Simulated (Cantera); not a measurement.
An adiabatic, constant-pressure homogeneous reactor starts with CO : H₂ : CH₄ : O₂ : N₂ : C₂H₆ = 1 : 0.14 : 0.5 : 2.24 : 8.43 : 0.049 (molar parts), equivalence ratio 0.78, at 1198 K and 5.00 bar.

Detailed kinetics in Cantera: GRI-Mech 3.0 (53 species, 325 reactions).

**Question.** Predict: time of steepest temperature rise; temperature at 2.00 s; equilibrium temperature; x(CO) at 2.00 s; x(H₂) at 2.00 s; x(NO) at 2.00 s; x(HO₂) at 2.00 s; x(CO₂) at 2.00 s.

**Answer.** 
| Item | Value |
|---|---|
| time of steepest temperature rise | 0.581 ms |
| temperature at 2.00 s | 2621 K |
| equilibrium temperature | 2621 K |
| x(CO) at 2.00 s | 0.0173 (gas-phase equilibrium 0.0173) |
| x(H₂) at 2.00 s | 0.00228 (gas-phase equilibrium 0.00228) |
| x(NO) at 2.00 s | 0.0119 (gas-phase equilibrium 0.0119) |
| x(HO₂) at 2.00 s | 8.64e-6 (gas-phase equilibrium 8.64e-6) |
| x(CO₂) at 2.00 s | 0.116 (gas-phase equilibrium 0.116) |
